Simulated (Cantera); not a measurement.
Charge: 1 mol MgCO₃, 0.2 mol H₂S, 0.053 mol CO₂, 0.34 mol SO₂, at 13.3 mbar.

These are equilibrium values from Cantera (NASA tables, ideal gas, pure condensed phases), not measurements of a reactor. Candidate condensed phases: C, C₆H₆, C₇H₈, C₈H₁₈, H₂O, H₂SO₄, Mg, MgCO₃, MgO, Mg(OH)₂, MgS, MgSO₄, S; 130 gas species. Gases not in the tables: S₃ to S₇. The numbers say what is thermodynamically allowed, not how fast it happens.

**Question.** At 850 °C, list the 4 most abundant gas species with their mole fractions, and the condensed phases.

**Answer.** CO₂ 0.618, SO₂ 0.159, H₂O 0.114, S₂ 0.0804. Condensed: MgO(s).
